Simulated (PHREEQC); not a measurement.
Dissolve 30 mmol/kgw NH3, 0.00081 mmol/kgw H4SiO4 and 0.12 mmol/kgw Na2CO3 at 25 °C. Closed to the air; pH follows from the charge balance.

The numbers come from PHREEQC with the ion-association model, phreeqc.dat.

| quantity | before | after |
|---|---|---|
| pH | 10.86 | 10.71 |
| ionic strength (mol/kgw) | 0.00107 | 0.000835 |
| NH4+ (mol/kgw) | 0.000736 | 0.000509 |

### Question
What was changed between the two runs?
A. temperature from 25 to 75 °C
B. H4SiO4 left out
C. NH3 from 0.03 to 0.015 mol/kgw
D. H4SiO4 from 8.1e-07 to 8.1e-08 mol/kgw
E. Na2CO3 replaced by NaHSO4 at the same molality

### Answer
C, NH3 from 0.03 to 0.015 mol/kgw

Precipitation was switched off in this run.
